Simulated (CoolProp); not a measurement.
Vapour-liquid equilibrium of R22 (1) + R123 (2) at 272.9 K; x and y are mole fractions of (1).

Model: multi-fluid Helmholtz-energy mixture model, Kamei 1995 and Younglove 1994; pair parameters Bell 2016, in CoolProp.

Problem. Give the bubble pressure and the first vapour's composition at x = 0.35, 0.45, 0.85. Is there an azeotrope?

Solution. x = 0.35: 0.1922 MPa, y = 0.883; x = 0.45: 0.2393 MPa, y = 0.918; x = 0.85: 0.4216 MPa, y = 0.985. No azeotrope shows between x = 0.05 and 0.95.

The pair parameters rest on a limited set of measurements; away from them the model extrapolates.
